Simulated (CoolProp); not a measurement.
Computed with CoolProp (reference Helmholtz-energy equation of state, Setzmann 1991).

Question: For methane, give the phase and the cv (kJ/(kg K)), Joule-Thomson coefficient (K/MPa), viscosity (µPa s) at 127.9 K and 0.8 bar; 127.9 K and 1.29 bar; 127.9 K and 3.38 bar.

Answer: 
- 127.9 K and 0.8 bar: gas; cv 1.58, Joule-Thomson coefficient 21.6, viscosity 5.00
- 127.9 K and 1.29 bar: gas; cv 1.59, Joule-Thomson coefficient 21.8, viscosity 4.98
- 127.9 K and 3.38 bar: liquid; cv 1.99, Joule-Thomson coefficient -0.326, viscosity 84.4

Viscosity comes from a separate model (Quiñones-Cisneros 2006).
